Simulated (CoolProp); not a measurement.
Vapour-liquid equilibrium of R22 (1) + R114 (2) at 55.55 °C; x and y are mole fractions of (1).

Model: multi-fluid Helmholtz-energy mixture model, Kamei 1995 and Platzer 1990; pair parameters Bell 2016, in CoolProp. This equation is an older, rougher fit; its heat capacities, sound speeds and derivatives of the liquid may be far off and weren't checked against measurements.

Problem. Give the bubble pressure and the first vapour's composition at x = 0.05, 0.25, 0.35. Is there an azeotrope?

Solution. x = 0.05: 6.376 bar, y = 0.201; x = 0.25: 10.25 bar, y = 0.550; x = 0.35: 11.85 bar, y = 0.638. No azeotrope shows between x = 0.05 and 0.95.

The pair parameters rest on a limited set of measurements; away from them the model extrapolates.
